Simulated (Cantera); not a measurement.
What does this Cantera script print?

```python
import numpy as np
import cantera as ct

gas_names = """
    AL ALCL ALCL2 ALCL3 ALH ALO ALOCL ALOH ALO2 ALO2H AL2 AL2CL6 AL2O AL2O2 CL CLO CL2 H HALO HCL HOCL
    HO2 H2 H2O H2O2 O OH O2 O3
""".split()
cond_names = """
    AL(cr) AL(L) ALCL3(s) ALCL3(L) AL2O3(a) AL2O3(L) H2O(s) H2O(L)
""".split()


# ... load() reads the species with a 1 bar reference pressure and builds the phases ...
atoms = {
    'AlCl3': {'AL': 1, 'CL': 3},
    'HCl': {'H': 1, 'CL': 1},
    'H2': {'H': 2},
    'O2': {'O': 2},
}
top_T = {}  # K; cautious upper limits of use, not melting points


# ... equilibrate(T, P, feed) seeds the gas with the atoms and calls Mixture.equilibrate('TP', solver="vcs", rtol=1e-11, max_steps=5000) ...
results = []
feed = {'AlCl3': 1, 'HCl': 1.9, 'H2': 1.8, 'O2': 1.6}  # mol
T = 750  # K
P = 133.322  # Pa
mix = equilibrate(T, P, feed)
results.append((T, P, feed, dict(zip(mix.species_names, mix.species_moles))))
x = sorted(zip(gas.X, gas.species_names), reverse=True)
print(f"T = {T:g} K  P = {P:g} Pa  gas = {mix.phase_moles(0):.4g} mol")
print("   x: " + "  ".join(f"{s} {v:.3e}" for v, s in x if v > 1e-06))
print("   condensed (mol): " + ("  ".join(f"{mix.phase(i).name} {mix.phase_moles(i):.4g}"
      for i in range(1, mix.n_phases) if mix.phase_moles(i) > 1e-12) or "none"))
```

It prints:

```
T = 750 K  P = 133.322 Pa  gas = 5.614 mol
   x: HCL 6.688e-01  H2O 1.555e-01  CL2 1.020e-01  O2 7.368e-02  CL 2.373e-05
   condensed (mol): AL2O3(a) 0.5
```

Cantera equilibrium calculation (NASA polynomials, part measured and part estimated; ideal gas, pure solids and liquids). Condensed phases not in the tables: AlOCl.
